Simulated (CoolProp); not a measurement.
Vapour-liquid equilibrium of n-hexane (1) + o-xylene (2) at 184.35 °C; x and y are mole fractions of (1).

Computed with CoolProp (multi-fluid Helmholtz-energy mixture model, Thol 2019 and Zhou 2012; pair parameters Bell 2016).

```csv
x,bubble pressure (bar),y at the bubble point,dew pressure at overall composition x (bar),liquid density (mol/L)
0.05,3.212,0.207,2.747,6.815
0.2,4.925,0.535,3.189,6.656
0.35,6.571,0.695,3.793,6.481
0.5,8.180,0.794,4.665,6.288
0.65,9.796,0.866,6.018,6.071
0.8,11.48,0.926,8.300,5.823
0.95,13.33,0.981,12.26,5.529
```

No azeotrope shows between x = 0.05 and 0.95.

The pair parameters rest on a limited set of measurements; away from them the model extrapolates. The gap from Raoult's law changes sign with composition, which may be real or a fault of the pair parameters; it wasn't checked against measurements.
